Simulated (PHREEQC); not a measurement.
A column of 0.1 m (30 cells, dispersivity 0.008 m, 3600 s a shift, diffusion coefficient 3e-10 m²/s) holds 0.045 eq of the database's cation exchanger X per kg of pore water, first in equilibrium with 0.00048 mol/kgw (NH4)2SO4 and 1e-05 mol/kgw HCl. It is flushed with 51 mmol/kgw MgCl2 and 0.01 mmol/kgw HCl, at 15 °C. Values are for the last cell. No CO2 enters from the air. Nothing may precipitate in this run.

All values are PHREEQC results (ion-association model, phreeqc.dat), not measurements.

Q: Predict Mg in solution (mol/kgw), Cl in solution (mol/kgw), S in solution (mol/kgw), NH4 in solution (mol/kgw) at pore volumes = 0.5167, 1.217, 1.417, 2.217.

A: 
```json
[
 {"pore volumes": "0.5167", "Mg in solution (mol/kgw)": "0", "Cl in solution (mol/kgw)": "0.00659", "S in solution (mol/kgw)": "0.000449", "NH4 in solution (mol/kgw)": "0.00748"},
 {"pore volumes": "1.217", "Mg in solution (mol/kgw)": "0.0196", "Cl in solution (mol/kgw)": "0.0771", "S in solution (mol/kgw)": "0.000117", "NH4 in solution (mol/kgw)": "0.0382"},
 {"pore volumes": "1.417", "Mg in solution (mol/kgw)": "0.0300", "Cl in solution (mol/kgw)": "0.0878", "S in solution (mol/kgw)": "6.69e-5", "NH4 in solution (mol/kgw)": "0.0279"},
 {"pore volumes": "2.217", "Mg in solution (mol/kgw)": "0.0475", "Cl in solution (mol/kgw)": "0.101", "S in solution (mol/kgw)": "5.63e-6", "NH4 in solution (mol/kgw)": "0.00585"}
]
```

Complexes and solids missing from the database can't appear.
